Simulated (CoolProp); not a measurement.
Vapour-liquid equilibrium of R152A (1) + R227EA (2) at 318.9 K; x and y are mole fractions of (1).

Computed with CoolProp (multi-fluid Helmholtz-energy mixture model, Outcalt 1996 and Lemmon 2016; pair parameters Bell 2016).

| x | bubble pressure (kPa) | y at the bubble point | dew pressure at overall composition x (kPa) | liquid density (mol/L) |
|---|---|---|---|---|
| 0.05 | 826.1 | 0.056 | 825.4 | (withheld) |
| 0.15 | 843.2 | 0.172 | (withheld) | (withheld) |
| 0.25 | 866.0 | 0.289 | 857.9 | 8.538 |
| 0.35 | 892.7 | 0.402 | 880.0 | 8.953 |
| 0.45 | 921.5 | 0.508 | 905.4 | 9.401 |
| 0.55 | 950.7 | 0.607 | (withheld) | 9.886 |
| 0.65 | 978.9 | 0.700 | 963.7 | 10.42 |
| 0.75 | 1005 | 0.787 | 994.1 | 11.00 |
| 0.85 | 1029 | 0.872 | 1023 | 11.65 |
| 0.95 | 1049 | 0.956 | 1047 | 12.37 |

Fill in the missing entries.


- 0.05, liquid density (mol/L): 7.781
- 0.15, dew pressure at overall composition x (kPa): 839.5
- 0.15, liquid density (mol/L): 8.149
- 0.55, dew pressure at overall composition x (kPa): 933.6

No azeotrope shows between x = 0.05 and 0.95.

The pair parameters rest on a limited set of measurements; away from them the model extrapolates. The gap from Raoult's law changes sign with composition, which may be real or a fault of the pair parameters; it wasn't checked against measurements.
